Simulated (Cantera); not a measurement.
Standard-state values (1 bar) from the NASA 1993 polynomials, evaluated with Cantera. Values are per mole of reaction as written; species without (g) are pure solids or liquids, kept so even where they would boil at 1 bar.

2 Ti4O7 → Ti + 7 TiO2

```csv
T (K),ΔH° (kJ),ΔS° (J/K),ΔG° (kJ),log10 K,condensed phases
300,195.8,-14.7,200.2,-34.86,"Ti4O7(s), Ti(α), TiO2(rutile)"
425,194.5,-18.4,202.3,-24.86,"Ti4O7(s), Ti(α), TiO2(rutile)"
625,?,?,?,?,"Ti4O7(s), Ti(α), TiO2(rutile)"
825,184.7,-34.1,212.8,-13.47,"Ti4O7(s), Ti(α), TiO2(rutile)"
1025,178.3,-41.0,220.3,-11.23,"Ti4O7(s), Ti(α), TiO2(rutile)"
1225,175.4,-43.6,228.8,-9.76,"Ti4O7(s), Ti(β), TiO2(rutile)"
1425,167.0,-49.9,238.2,-8.73,"Ti4O7(s), Ti(β), TiO2(rutile)"
1625,?,?,?,?,"Ti4O7(s), Ti(β), TiO2(rutile)"
1825,150.1,-60.4,260.4,-7.45,"Ti4O7(s), Ti(β), TiO2(rutile)"
2025,-302.7,-292.6,289.8,-7.48,"Ti4O7(l), Ti(l), TiO2(rutile)"
2225,152.9,-78.9,328.4,-7.71,"Ti4O7(l), Ti(l), TiO2(l)"
2425,?,?,?,?,"Ti4O7(l), Ti(l), TiO2(l)"
```

Q: What belongs in the gaps?

A: 
- 625, ΔH° (kJ): 190.3
- 625, ΔS° (J/K): -26.2
- 625, ΔG° (kJ): 206.7
- 625, log10 K: -17.28
- 1625, ΔH° (kJ): 158.6
- 1625, ΔS° (J/K): -55.5
- 1625, ΔG° (kJ): 248.8
- 1625, log10 K: -8.00
- 2425, ΔH° (kJ): 155.6
- 2425, ΔS° (J/K): -77.7
- 2425, ΔG° (kJ): 344.1
- 2425, log10 K: -7.41
